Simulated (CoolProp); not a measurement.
Vapour-liquid equilibrium of isobutene (1) + acetone (2) at 0.0274 MPa; x and y are mole fractions of (1).

Values from CoolProp's multi-fluid Helmholtz-energy mixture model, Lemmon 2005 and Lemmon 2006; pair parameters Bell 2016.

Give the bubble temperature and the first vapour's composition at x = 0.05, 0.35, 0.75. Is there an azeotrope?

x = 0.05: 273.0 K, y = 0.675; x = 0.35: 242.9 K, y = 0.958; x = 0.75: 239.6 K, y = 0.972. No azeotrope shows between x = 0.05 and 0.95.

Pair parameters are fitted to limited data, so mixtures are less certain than the pure fluids. With so large a gap from Raoult's law the liquid may split in two, which this calculation doesn't test in full.
